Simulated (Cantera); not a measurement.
Pyrogenic steam for wet oxidation

An isothermal, constant-pressure homogeneous reactor starts with 43.6 % H2, 36.4 % O2, 20.0 % N2, equivalence ratio 0.60, at 1050 K and 443 Torr.

Computed with Cantera and the H2/O2 subset of GRI-Mech 3.0, which has no nitrogen chemistry. The temperature is held fixed by assumption; the heat of reaction is taken as removed at once.

```json
[
 {"t (s)": "3.00e-6", "x H2": "0.436", "x O2": "0.364", "x H2O": "2.46e-10", "x H": "7.95e-10", "x OH": "4.45e-11", "x H2O2": "<1e-12", "x HO2": "8.52e-10"},
 {"t (s)": "1.04e-5", "x H2": "0.436", "x O2": "0.364", "x H2O": "6.11e-9", "x H": "5.82e-9", "x OH": "3.84e-10", "x H2O2": "6.74e-12", "x HO2": "4.50e-9"},
 {"t (s)": "3.58e-5", "x H2": "0.436", "x O2": "0.364", "x H2O": "1.17e-6", "x H": "7.12e-7", "x OH": "4.82e-8", "x H2O2": "7.06e-10", "x HO2": "3.52e-7"},
 {"t (s)": "0.000124", "x H2": "0.115", "x O2": "0.231", "x H2O": "0.402", "x H": "0.00734", "x OH": "0.00269", "x H2O2": "3.80e-5", "x HO2": "0.000384"},
 {"t (s)": "0.000428", "x H2": "0.0594", "x O2": "0.210", "x H2O": "0.482", "x H": "4.22e-6", "x OH": "3.12e-6", "x H2O2": "0.000206", "x HO2": "0.000210"},
 {"t (s)": "0.00148", "x H2": "0.0574", "x O2": "0.209", "x H2O": "0.484", "x H": "4.90e-6", "x OH": "3.69e-6", "x H2O2": "0.000335", "x HO2": "0.000180"},
 {"t (s)": "0.00510", "x H2": "0.0477", "x O2": "0.205", "x H2O": "0.497", "x H": "5.86e-6", "x OH": "5.49e-6", "x H2O2": "0.000470", "x HO2": "0.000192"},
 {"t (s)": "0.0176", "x H2": "0.0241", "x O2": "0.196", "x H2O": "0.527", "x H": "2.77e-6", "x OH": "4.88e-6", "x H2O2": "0.000290", "x HO2": "0.000142"},
 {"t (s)": "0.0609", "x H2": "0.00457", "x O2": "0.188", "x H2O": "0.552", "x H": "3.28e-7", "x OH": "2.80e-6", "x H2O2": "4.49e-5", "x HO2": "5.25e-5"},
 {"t (s)": "0.211", "x H2": "0.000530", "x O2": "0.186", "x H2O": "0.557", "x H": "1.14e-8", "x OH": "7.88e-7", "x H2O2": "1.58e-6", "x HO2": "9.52e-6"},
 {"t (s)": "0.727", "x H2": "6.93e-5", "x O2": "0.186", "x H2O": "0.558", "x H": "5.40e-10", "x OH": "2.51e-7", "x H2O2": "5.72e-8", "x HO2": "1.68e-6"},
 {"t (s)": "2.51", "x H2": "3.41e-6", "x O2": "0.186", "x H2O": "0.558", "x H": "2.08e-11", "x OH": "1.56e-7", "x H2O2": "1.16e-9", "x HO2": "1.37e-7"},
 {"t (s)": "8.68", "x H2": "6.57e-10", "x O2": "0.186", "x H2O": "0.558", "x H": "<1e-12", "x OH": "7.15e-7", "x H2O2": "8.43e-10", "x HO2": "3.96e-9"},
 {"t (s)": "30.0", "x H2": "6.13e-10", "x O2": "0.186", "x H2O": "0.558", "x H": "<1e-12", "x OH": "7.65e-7", "x H2O2": "9.59e-10", "x HO2": "3.77e-9"}
]
```
x: mole fraction; the columns are a selection and need not sum to one.

Equilibrium at this temperature and pressure: H2 6.13e-10, O2 0.186, H2O 0.558, H <1e-12, OH 7.65e-7, H2O2 9.59e-10, HO2 3.77e-9 (gas phase only).
